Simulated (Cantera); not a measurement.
## N2O furnace oxynitridation

An isothermal, constant-pressure homogeneous reactor starts with 99.4 % N2O, 0.646 % H2O, at 1050 K and 0.227 atm.

Detailed kinetics in Cantera: GRI-Mech 3.0 (53 species, 325 reactions). GRI-Mech 3.0 was tuned for natural gas; its chemistry of N2O as a main component is partial and can be far from experiment. The mechanism lacks the step 2 NO + O2 → 2 NO2, which can matter for NO2 below about 1400 K. The temperature is held fixed by assumption; the heat of reaction is taken as removed at once.

```csv
t (s),x N2O,x H2O,x OH,x H2,x O
2.00e-6,0.994,0.00646,<1e-12,<1e-12,5.39e-9
9.35e-6,0.994,0.00646,1.86e-11,<1e-12,2.33e-8
4.37e-5,0.994,0.00646,3.23e-10,<1e-12,7.75e-8
0.000205,0.994,0.00646,3.25e-9,<1e-12,1.25e-7
0.000956,0.994,0.00646,1.72e-8,<1e-12,1.26e-7
0.00447,0.994,0.00646,5.97e-8,3.22e-12,1.26e-7
0.0209,0.993,0.00646,1.31e-7,7.24e-11,1.26e-7
0.0978,0.993,0.00646,4.09e-7,6.36e-10,1.26e-7
0.457,0.990,0.00645,6.62e-7,1.50e-9,1.24e-7
2.14,0.976,0.00642,9.65e-7,7.24e-10,1.18e-7
10.0,0.915,0.00629,1.23e-6,4.53e-10,1.13e-7
```
x: mole fraction; the columns are a selection and need not sum to one.

Equilibrium at this temperature and pressure: N2O 2.11e-9, H2O 0.00431, OH 9.84e-8, H2 5.69e-12, O 8.09e-10 (gas phase only).
